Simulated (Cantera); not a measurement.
Feed: 1 mol Fe(CO)₅, 0.56 mol CO, 13 mol N₂, equilibrated at 0.270 bar.

Method: chemical equilibrium by Gibbs-energy minimisation in Cantera with the NASA 1993 tables (ideal gas, pure condensed phases). Candidate condensed phases: C, Fe, Fe(CO)₅, FeO, Fe₂O₃, Fe₃O₄; 27 gas species. Condensed phases not in the tables: cementite and carbon dissolved in iron. The numbers say what is thermodynamically allowed, not how fast it happens.

### Question
At 1275 K, list the 3 most abundant gas species with their mole fractions, and the condensed phases.

### Answer
N₂ 0.701, CO 0.299, CO₂ 0.000170. Condensed: C(graphite) + Fe(γ).
